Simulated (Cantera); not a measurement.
Cantera run, input and output.

```python
import numpy as np
import cantera as ct

gas = ct.Solution("SiF4_NH3_mec.yaml", "gas")
gas.TPX = 2100, 82000, {'NH3': 1, 'N2': 3}
reactor = ct.IdealGasConstPressureReactor(gas, energy="off", clone=False)
net = ct.ReactorNet([reactor])
net.rtol, net.atol = 1e-08, 1e-18
show = ['NH3', 'N2', 'NH2', 'H2', 'N2H4', 'NH', 'H']
times = np.geomspace(0.0001, 30, 14)

steps = ct.SolutionArray(gas, extra=["t"])
rows = []
print(f"{'t/s':>10s}{'T/K':>9s}{'P/Pa':>11s}" + "".join(f"{s:>11s}" for s in show))
for t in times:
    while net.time < t:
        t_next = net.step()
        steps.append(gas.state, t=t_next)
    rows.append([np.interp(t, steps.t, y) for y in (steps.T, steps.P, *steps(*show).X.T)])
    print(f"{t:10.3e}{rows[-1][0]:9.1f}{rows[-1][1]:11.4g}" + "".join(f"{x:11.3e}" for x in rows[-1][2:]))
rate = np.gradient(steps.T, steps.t)
print("integrator steps:", len(steps.t))
if steps.T.max() > steps.T[0] + 200:
    print(f"time of steepest temperature rise: {steps.t[rate.argmax()]:.4e} s")
gas.TPX = 2100, 82000, {'NH3': 1, 'N2': 3}
gas.equilibrate("TP")
print(f"equilibrium (TP): T = {gas.T:.1f} K  " + "  ".join(f"{s} {gas[s].X[0]:.3e}" for s in show))
```

Result:

```
       t/s      T/K       P/Pa        NH3         N2        NH2         H2       N2H4         NH          H
 1.000e-04   2100.0    8.2e+04  2.486e-01  7.496e-01  9.340e-04  9.244e-04  1.530e-07  7.739e-06  3.213e-06
 2.638e-04   2100.0    8.2e+04  2.460e-01  7.490e-01  1.136e-03  3.830e-03  2.264e-07  1.157e-05  8.530e-06
 6.960e-04   2100.0    8.2e+04  2.393e-01  7.477e-01  1.042e-03  1.195e-02  1.904e-07  1.380e-05  1.982e-05
 1.836e-03   2100.0    8.2e+04  2.227e-01  7.444e-01  8.943e-04  3.199e-02  1.403e-07  1.656e-05  4.501e-05
 4.845e-03   2100.0    8.2e+04  1.852e-01  7.369e-01  7.173e-04  7.704e-02  9.026e-08  1.829e-05  1.012e-04
 1.278e-02   2100.0    8.2e+04  1.173e-01  7.233e-01  4.964e-04  1.586e-01  4.322e-08  1.714e-05  2.247e-04
 3.372e-02   2100.0    8.2e+04  3.975e-02  7.077e-01  2.304e-04  2.518e-01  9.313e-09  1.211e-05  4.866e-04
 8.896e-02   2100.0    8.2e+04  3.329e-03  7.002e-01  4.008e-05  2.952e-01  2.814e-10  4.567e-06  1.183e-03
 2.347e-01   2100.0    8.2e+04  1.511e-04  6.994e-01  2.857e-06  2.986e-01  1.428e-12  5.160e-07  1.878e-03
 6.192e-01   2100.0    8.2e+04  3.503e-05  6.993e-01  6.673e-07  2.987e-01  7.790e-14  1.215e-07  1.892e-03
 1.634e+00   2100.0    8.2e+04  1.162e-05  6.993e-01  2.215e-07  2.988e-01  8.580e-15  4.033e-08  1.893e-03
 4.310e+00   2100.0    8.2e+04  4.447e-06  6.993e-01  8.474e-08  2.988e-01  1.257e-15  1.543e-08  1.893e-03
 1.137e+01   2100.0    8.2e+04  2.268e-06  6.993e-01  4.323e-08  2.988e-01  3.277e-16  7.873e-09  1.893e-03
 3.000e+01   2100.0    8.2e+04  1.922e-06  6.993e-01  3.664e-08  2.988e-01  2.356e-16  6.673e-09  1.893e-03
integrator steps: 1691
equilibrium (TP): T = 2100.0 K  NH3 1.917e-06  N2 6.993e-01  NH2 3.653e-08  H2 2.988e-01  N2H4 2.343e-16  NH 6.655e-09  H 1.893e-03
```

Detailed kinetics in Cantera: the gas-phase N/H chemistry of the illustrative SiF4/NH3 mechanism in the Surface Chemkin manual (1991). Walls and surfaces, which speed up NH3 decomposition in real reactors, are not modelled.
